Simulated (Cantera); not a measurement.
Input: 1 mol Al, 28 mol O₂, 1.4 mol H₂, at 823.15 K and 0.0480 bar.

Method: chemical equilibrium by Gibbs-energy minimisation in Cantera with the NASA 1993 tables (ideal gas, pure condensed phases). Candidate condensed phases: Al, Al₂O₃, H₂O; 19 gas species. The numbers say what is thermodynamically allowed, not how fast it happens.

Q: What is the equilibrium state?

A: 
| Property | Result |
|---|---|
| x(O₂) | 0.950 |
| x(H₂O) | 0.0501 |
| n(Al₂O₃(s)) | 0.500 mol |
| gas amount | 27.95 mol |
| log10 activity of Al(s) (absent) | -43.97 |
